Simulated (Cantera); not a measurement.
What does this Cantera script print?

```python
import numpy as np
import cantera as ct

gas_names = """
    C CH CH2 CH3 CH2OH CH3O CH4 CH3OH CO CO2 COOH C2 C2H CHCO,ketyl C2H2,acetylene C2H2,vinylidene
    CH2CO,ketene C2H3,vinyl CH3CO,acetyl C2H4 C2H4O,ethylen CH3CHO,ethanal CH3COOH (HCOOH)2 C2H5 C2H6
    CH3OCH3 C2H5OH C2O C3 C3H3,propargyl C3H4,allene C3H4,propyne C3H4,cyclo- C3H5,allyl C3H6,propylene
    C3H6,cyclo- C3H6O C3H7,n-propyl C3H7,i-propyl C3H8 C3H8O,1propanol C3H8O,2propanol C3O2 C4 C4H2
    C4H4,1,3-cyclo- C4H6,butadiene C4H6,2-butyne C4H6,cyclo- C4H8,1-butene C4H8,cis2-buten
    C4H8,tr2-butene C4H8,isobutene C4H8,cyclo- (CH3COOH)2 C4H9,n-butyl C4H9,i-butyl C4H9,s-butyl
    C4H9,t-butyl C4H10,isobutane C4H10,n-butane C5 C5H6,1,3cyclo- C5H8,cyclo- C5H10,1-pentene
    C5H10,cyclo- C5H11,pentyl C5H11,t-pentyl C5H12,n-pentane C5H12,i-pentane CH3C(CH3)2CH3 C6H2
    C6H5,phenyl C6H5O,phenoxy C6H6 C6H5OH,phenol C6H10,cyclo- C6H12,1-hexene C6H12,cyclo- C6H13,n-hexyl
    C7H7,benzyl C7H8 C7H8O,cresol C7H14,1-heptene C7H15,n-heptyl C7H16,n-heptane C8H8,styrene
    C8H10,ethylbenz C8H16,1-octene C8H17,n-octyl C8H18,isooctane C8H18,n-octane C9H19,n-nonyl
    C10H8,naphthale C10H21,n-decyl C12H9,o-bipheny C12H10,bipheny H HCO HO2 H2 HCHO,formaldehy HCOOH H2O
    H2O2 Mg MgH MgO MgOH MgO2H2 Mg2 O OH O2 O3
""".split()
cond_names = """
    C(gr) C6H6(L) C7H8(L) C8H18(L),n-octa H2O(s) H2O(L) Mg(cr) Mg(L) MgCO3(s) MgO(s) MgO(L) MgO2H2(s)
""".split()


def load(file, names, dense=False):
    # The tables refer to 1 bar. Condensed volumes are neglected.
    table = {s.name: s for s in ct.Species.list_from_file(file)}
    out = []
    for n in names:
        d = dict(table[n].input_data)
        d["thermo"] = dict(d["thermo"], **{"reference-pressure": 1e5})
        if dense:
            d["equation-of-state"] = {"model": "constant-volume", "density": "1e6 g/cm^3"}
        out.append(ct.Species.from_dict(d))
    return out


gas = ct.Solution(thermo="ideal-gas", species=load("nasa_gas.yaml", gas_names))
cond = {s.name: ct.Solution(thermo="fixed-stoichiometry", species=[s], name=s.name)
        for s in load("nasa_condensed.yaml", cond_names, dense=True)}
atoms = {
    'MgO': {'Mg': 1, 'O': 1},
    'C': {'C': 1},
    'H2': {'H': 2},
}
top_T = {'C(gr)': 4500}  # K; cautious upper limits of use, not melting points


def equilibrate(T, P, feed):
    n = {}
    for name, mol in feed.items():
        for a, k in atoms[name].items():
            n[a] = n.get(a, 0.0) + k * mol
    gas.TPX = T, P, n
    mass = sum(n.values()) * gas.mean_molecular_weight
    gas.equilibrate("TP")
    valid = [c for c in cond.values() if c.min_temp <= T <= top_T.get(c.name, c.max_temp)]
    mix = ct.Mixture([(gas, mass / gas.mean_molecular_weight)] + [(c, 0.0) for c in valid])
    mix.T, mix.P = T, P
    mix.equilibrate("TP", solver="vcs", rtol=1e-11, max_steps=5000)
    return mix


results = []
feed = {'MgO': 1, 'C': 0.019, 'H2': 0.23}  # mol
T = 2598.15  # K
P = 700000  # Pa
mix = equilibrate(T, P, feed)
results.append((T, P, feed, dict(zip(mix.species_names, mix.species_moles))))
print(gas.report(threshold=0.0001))
for i in range(1, mix.n_phases):
    print(f"{mix.phase(i).name:16s} {mix.phase_moles(i):12.5e} mol")
```

It prints:

```
       temperature   2598.2 K
          pressure   7e+05 Pa
           density   0.19382 kg/m^3
  mean mol. weight   5.9813 kg/kmol
   phase of matter   gas

                          1 kg             1 kmol
                     ---------------   ---------------
          enthalpy        1.2758e+07        7.6307e+07  J
   internal energy        9.1459e+06        5.4704e+07  J
           entropy             32278        1.9306e+05  J/K
    Gibbs function       -7.1105e+07        -4.253e+08  J
 heat capacity c_p            5848.4             34981  J/K
 heat capacity c_v            4458.4             26667  J/K

                      mass frac. Y      mole frac. X     chem. pot. / RT
                     ---------------   ---------------   ---------------
                CO           0.32437          0.069267           -34.466
               CO2         0.0014348        0.00019501           -58.004
                 H         0.0021933          0.013015           -9.3009
                H2           0.27536           0.81696           -18.602
               H2O          0.044788           0.01487           -42.139
                Mg            0.3276           0.08062           -14.842
               MgH          0.016844         0.0039801           -24.143
              MgOH          0.006843        0.00099075            -47.68
     [ +108 minor]        0.00057073        0.00010642

C(gr)             0.00000e+00 mol
Mg(L)             0.00000e+00 mol
MgO(s)            9.76574e-01 mol
```

Method: chemical equilibrium by Gibbs-energy minimisation in Cantera with the NASA 1993 tables (ideal gas, pure condensed phases). The tables' values for MgH are old estimates; treat these amounts as uncertain.
